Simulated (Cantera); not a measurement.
A perfectly stirred reactor is fed with N₂O : N₂ = 1 : 4.9 (molar parts), at 0.0132 atm; it is held at 1400 K, and followed from long to short residence time.

Computed with Cantera and GRI-Mech 3.0 (53 species, 325 reactions). GRI-Mech 3.0 was tuned for natural gas; its chemistry of N2O as a main component is partial and can be far from experiment. Radical loss at walls, strong at low pressure, is not modelled. The temperature is held fixed by assumption; the heat of reaction is taken as removed at once.

x: mole fraction; the columns are a selection and need not sum to one.

```csv
τ (s),x N₂O,x O,x N₂,x NO,x NO₂,x O₂
4.2,0.0867,2.55e-5,0.868,0.0150,?,0.0306
0.84,0.142,2.55e-5,0.843,0.00493,?,0.0100
0.17,0.163,2.54e-5,0.833,0.00114,?,0.00232
0.034,0.168,2.45e-5,0.831,0.000227,?,0.000462
0.0069,0.169,2.12e-5,0.831,4.00e-5,2.77e-10,8.14e-5
0.0014,0.169,1.26e-5,0.831,4.84e-6,4.32e-12,9.86e-6
0.00028,0.169,4.17e-6,0.831,3.20e-7,<1e-12,6.51e-7
```

What belongs in the gaps?


- 4.2, x NO₂: 1.78e-6
- 0.84, x NO₂: 4.90e-7
- 0.17, x NO₂: 8.07e-8
- 0.034, x NO₂: 6.84e-9
